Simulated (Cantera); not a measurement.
Charge: 1 mol B, 0.55 mol O₂, 9.1 mol N₂, at 800 °C and 0.100 bar.

Cantera equilibrium calculation (NASA polynomials, part measured and part estimated; ideal gas, pure solids and liquids). Candidate condensed phases: B, BN, B₂O₃; 17 gas species. N₂ is the only nitrogen source here; it is nearly inert below about 1500 K, so the nitride shown seldom forms there in practice. Mutual solubility and eutectic melting of coexisting phases are not modelled. Kinetics and transport are ignored.

Base state: N₂ 1.00 (mole fractions); condensed: BN(s) + B₂O₃(l).

Q: What changes in the equilibrium state with this change: temperature from 800 °C to 1602 °C?

A: 
| species | before | after |
|---|---|---|
| N₂ | 1.00 | 0.957 |
| B₂O₃ | <1e-9 | 0.0336 |
| B₂O₂ | <1e-9 | 0.00738 |
| BO | <1e-9 | 0.00161 |
| BN(s), mol | 0.267 | 0.215 |
| B₂O₃(l), mol | 0.367 | 0 |
